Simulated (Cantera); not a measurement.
An isothermal, constant-pressure homogeneous reactor starts with CO : O₂ : H₂O : N₂ = 0.019 : 0.029 : 0.017 : 1 (molar parts), at 1025 K and 4.93 atm. Integrator tolerance rtol = 1e-08.

Computed with Cantera and GRI-Mech 3.0 (53 species, 325 reactions).

**Question.** What does this change do: O2 0.029 to 0.0046 parts?

**Answer.** 
```json
[
 {"quantity": "x(CO) at 200 s", "before": "7.93e-12 (gas-phase equilibrium 8.32e-12)", "after": "0.00735 (gas-phase equilibrium 0.00455)"},
 {"quantity": "x(O₂) at 200 s", "before": "0.0185 (gas-phase equilibrium 0.0185)", "after": "<1e-12 (gas-phase equilibrium <1e-12)"},
 {"quantity": "x(H₂O) at 200 s", "before": "0.0161 (gas-phase equilibrium 0.0161)", "after": "0.0143 (gas-phase equilibrium 0.0115)"},
 {"quantity": "x(CO₂) at 200 s", "before": "0.0180 (gas-phase equilibrium 0.0180)", "after": "0.0110 (gas-phase equilibrium 0.0138)"},
 {"quantity": "x(H₂O₂) at 200 s", "before": "2.06e-11 (gas-phase equilibrium 1.88e-11)", "after": "<1e-12 (gas-phase equilibrium <1e-12)"},
 {"quantity": "x(NO₂) at 200 s", "before": "8.67e-11 (gas-phase equilibrium 4.01e-7)", "after": "<1e-12 (gas-phase equilibrium <1e-12)"}
]
```
